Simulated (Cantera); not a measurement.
A closed system holds: 1 mol AlN, 0.02 mol HCl, 2.1 mol N2, equilibrated at 1275 °C and 1 atm.

These are equilibrium values from Cantera (NASA tables, ideal gas, pure condensed phases), not measurements of a reactor. Candidate condensed phases: Al, AlCl3, AlN, NH4Cl; 20 gas species. The tables' values for AlCl2 are old estimates; treat these amounts as uncertain. Equilibrium is a limit: real reactors are often held back by kinetics, nucleation or transport.

Base state: N2 0.992, H2 0.00334, HCl 0.00276, AlCl3 0.00209, AlCl2 0.000155, AlCl 7.53e-5 (mole fractions); condensed: AlN(s).

**Question.** What changes in the equilibrium state with this change: pressure from 1 atm to 35.3 Torr?

**Answer.** 
```json
[
 {"species": "N2", "before": "0.992", "after": "0.991"},
 {"species": "H2", "before": "0.00334", "after": "0.00346"},
 {"species": "HCl", "before": "0.00276", "after": "0.00249"},
 {"species": "AlCl", "before": "7.53e-5", "after": "0.00144"},
 {"species": "AlCl3", "before": "0.00209", "after": "0.00145"},
 {"species": "AlCl2", "before": "0.000155", "after": "0.000565"},
 {"species": "AlN(s), mol", "before": "0.995", "after": "0.993"}
]
```
